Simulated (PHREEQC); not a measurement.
0.19 g of hydrous ferric oxide (600 m²/g; 0.2 weak and 0.005 strong sites per Fe, Dzombak-Morel constants, diffuse double layer) in 1 kg of water with 0.005 mol/kgw of an inert sodium salt and 6.1e-06 mol/kgw MgCl2, at 25 °C; the pH is set by adding NaOH or the inert anion's acid. Oxygen is held at 0.21 atm. No CO2 enters from the air. No solid was allowed to form.

The series has 13 steps of pH, from 4 to 10.

All values are PHREEQC results (ion-association model, wateq4f.dat), not measurements.

Question: Near which pH is half of the Mg sorbed, and on which side is more sorbed?

Answer: Near pH 8.2, with more sorbed at higher pH.
